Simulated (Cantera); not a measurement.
Standard-state values (1 bar) from the NASA 1993 polynomials, evaluated with Cantera. Values are per mole of reaction as written; species without (g) are pure solids or liquids, kept so even where they would boil at 1 bar.

K + OH(g) ⇌ KOH(g)

```json
[
 {"T (K)": "300", "ΔH° (kJ)": "-272.0", "ΔS° (J/K)": "-12.1", "ΔG° (kJ)": "-268.4", "log10 K": "46.73", "condensed phases": "K(s)"},
 {"T (K)": "448", "ΔH° (kJ)": "-275.9", "ΔS° (J/K)": "-23.4", "ΔG° (kJ)": "-265.5", "log10 K": "30.95", "condensed phases": "K(l)"},
 {"T (K)": "548", "ΔH° (kJ)": "-276.8", "ΔS° (J/K)": "-25.1", "ΔG° (kJ)": "-263.0", "log10 K": "25.07", "condensed phases": "K(l)"},
 {"T (K)": "648", "ΔH° (kJ)": "-277.5", "ΔS° (J/K)": "-26.3", "ΔG° (kJ)": "-260.5", "log10 K": "20.99", "condensed phases": "K(l)"},
 {"T (K)": "748", "ΔH° (kJ)": "…", "ΔS° (J/K)": "…", "ΔG° (kJ)": "…", "log10 K": "…", "condensed phases": "K(l)"},
 {"T (K)": "848", "ΔH° (kJ)": "…", "ΔS° (J/K)": "…", "ΔG° (kJ)": "…", "log10 K": "…", "condensed phases": "K(l)"},
 {"T (K)": "948", "ΔH° (kJ)": "-279.3", "ΔS° (J/K)": "-28.6", "ΔG° (kJ)": "-252.2", "log10 K": "13.90", "condensed phases": "K(l)"},
 {"T (K)": "1048", "ΔH° (kJ)": "…", "ΔS° (J/K)": "…", "ΔG° (kJ)": "…", "log10 K": "…", "condensed phases": "K(l)"}
]
```

Question: Fill in the missing entries.

Answer: 
- 748, ΔH° (kJ): -278.1
- 748, ΔS° (J/K): -27.2
- 748, ΔG° (kJ): -257.8
- 748, log10 K: 18.00
- 848, ΔH° (kJ): -278.7
- 848, ΔS° (J/K): -27.9
- 848, ΔG° (kJ): -255.0
- 848, log10 K: 15.71
- 1048, ΔH° (kJ): -280.0
- 1048, ΔS° (J/K): -29.3
- 1048, ΔG° (kJ): -249.3
- 1048, log10 K: 12.43
